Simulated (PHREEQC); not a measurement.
1 kg of water holding 0.39 mol KCl meets 20 L of dry gas (CO2 1 by moles) at fixed total pressure, at 50 °C; fugacities by Peng-Robinson. The gases take part in no redox reaction, some water evaporates into the gas, and hydrates or a liquid gas phase aren't modelled. Precipitation was switched off in this run.

Equilibrium calculation in PHREEQC: ion-association model, phreeqc.dat.

```csv
P (atm),dissolved CO2 (all carbonate carbon) (mol/kgw),φ of CO2,pH
2,0.0334,0.991,3.85
5,0.0853,0.979,3.64
10,0.169,0.957,3.49
30,0.464,0.875,3.28
40,0.589,0.836,3.22
50,0.698,0.797,3.19
75,0.907,0.704,3.13
100,1.03,0.614,3.10
200,1.18,0.401,3.05
300,1.27,0.327,3.01
400,1.33,0.293,2.98
```

At this temperature some constants are extrapolated from 25 °C, and those without enthalpy data are left unchanged.
